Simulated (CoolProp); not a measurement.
Carbon monoxide along the isotherm 227.6 K: Z from the reference equation and from simpler models built on Tc = 132.9 K, pc = 3498 kPa, ω = 0.050; each cubic takes its own stable root.

Model: reference Helmholtz-energy equation of state, Lemmon 2006, in CoolProp. It is a short technical equation, of lower accuracy than the large ones.

```
p (kPa)          phase  reference
-------  -------------  ---------
1090               gas     0.9832
2190               gas     0.9673
3280               gas     0.9529
4370     supercritical     0.9398
5470     supercritical     0.9280
6560     supercritical     0.9180
7650     supercritical     0.9096
8750     supercritical     0.9030
```

Question: How far does each simpler model (Pitzer virial, van der Waals, Soave-Redlich-Kwong, Peng-Robinson) lie from the reference over these 8 states: mean and median of the absolute difference, and the worst?

Answer: 
- Pitzer virial: mean 1.2 %, median 0.8 %, worst -3.7 % at 227.6 K and 8750 kPa
- van der Waals: mean 3.2 %, median 3.1 %, worst -5.8 % at 227.6 K and 8750 kPa
- Soave-Redlich-Kwong: mean 1.1 %, median 1.0 %, worst +2.0 % at 227.6 K and 8750 kPa
- Peng-Robinson: mean 1.4 %, median 1.6 %, worst -2.1 % at 227.6 K and 8750 kPa
